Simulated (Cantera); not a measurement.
Input: 1 mol B2O3, 0.46 mol N2, equilibrated at 0.170 bar.

These are equilibrium values from Cantera (NASA tables, ideal gas, pure condensed phases), not measurements of a reactor. Candidate condensed phases: B, BN, B2O3; 17 gas species. Equilibrium is a limit: real reactors are often held back by kinetics, nucleation or transport.

x: gas mole fraction; n: condensed amount in mol.

```csv
T (K),x N2,x B2O3,x BO2,x BO,x B2O2,x NO,x O,n B2O3(l)
975,1.00,5.77e-12,<1e-12,<1e-12,<1e-12,<1e-12,<1e-12,1.00
1075,1.00,5.51e-10,1.24e-12,<1e-12,<1e-12,1.86e-10,<1e-12,1.00
1175,1.00,2.35e-8,<1e-12,1.12e-11,1.55e-11,<1e-12,<1e-12,1.00
1275,1.000,5.41e-7,3.44e-11,1.64e-10,9.04e-11,6.25e-12,<1e-12,1.00
1375,1.000,7.74e-6,1.92e-9,1.82e-9,5.18e-10,3.98e-10,<1e-12,1.000
1475,1.000,7.58e-5,3.35e-8,2.66e-8,7.81e-9,4.25e-9,1.11e-11,1.000
1575,0.999,0.000548,3.92e-7,2.82e-7,8.71e-8,3.17e-8,1.93e-10,1.000
1675,0.997,0.00309,3.36e-6,2.26e-6,7.36e-7,1.81e-7,2.32e-9,0.999
1775,0.986,0.0142,2.23e-5,1.43e-5,4.90e-6,8.37e-7,2.09e-8,0.993
1875,0.945,0.0547,0.000120,7.39e-5,2.66e-5,3.21e-6,1.47e-7,0.973
1975,0.816,0.183,0.000541,0.000323,0.000121,1.01e-5,8.51e-7,[?]
2075,0.456,0.540,0.00210,0.00122,0.000473,2.27e-5,4.14e-6,[?]
2175,0.314,0.678,0.00460,0.00298,0.000883,4.45e-5,1.52e-5,[?]
```

Problem. Some entries are withheld; supply them.

Solution. 
- 1975, n B2O3(l): 0.897
- 2075, n B2O3(l): 0.454
- 2175, n B2O3(l): 0
